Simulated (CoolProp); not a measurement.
Values from CoolProp's reference Helmholtz-energy equation of state, Thol 2015.

**Question.** For octamethylcyclotetrasiloxane (D4), give the phase and the density (kg/m³), cp (kJ/(kg K)), isothermal compressibility (1/MPa) at 533.2 K and 1.2 MPa; 533.2 K and 3.79 MPa.

**Answer.** 
- 533.2 K and 1.2 MPa: liquid; density 634, cp 2.24, isothermal compressibility 0.0283
- 533.2 K and 3.79 MPa: liquid; density 669, cp 2.17, isothermal compressibility 0.0154
